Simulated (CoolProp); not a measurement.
Saturation properties of oxygen.

Model: reference Helmholtz-energy equation of state, Schmidt 1985, in CoolProp.

| T (°C) | p (kPa) | vapour density (kg/m³) | liquid cp (kJ/(kg K)) | liquid viscosity (µPa s) | vapour viscosity (µPa s) |
|---|---|---|---|---|---|
| -150.05 | 1218 | 46.88 | 1.981 | 90.9 | 9.72 |
| -147.35 | 1410 | 54.45 | 2.039 | 85.5 | 9.99 |
| -144.75 | 1614 | 62.73 | 2.105 | 80.5 | 10.3 |
| -142.15 | 1838 | 72.13 | 2.187 | 75.7 | 10.6 |
| -139.45 | 2093 | 83.29 | 2.293 | 70.9 | 10.9 |
| -136.85 | 2363 | 95.66 | 2.424 | 66.5 | 11.2 |
| -134.25 | 2656 | 110.0 | 2.598 | 62.1 | 11.6 |
| -131.55 | 2988 | 127.5 | 2.852 | 57.6 | 12.1 |
| -128.95 | 3335 | 147.8 | 3.217 | 53.2 | 12.7 |
| -126.35 | 3712 | 172.9 | 3.818 | 48.8 | 13.4 |
| -123.75 | 4120 | 205.7 | 5.002 | 44.1 | 14.4 |
| -121.05 | 4580 | 256.4 | 8.883 | 38.3 | 16.2 |

It boils at -183.0 °C under 1 atm.

Viscosity comes from a separate model (Lemmon 2004).
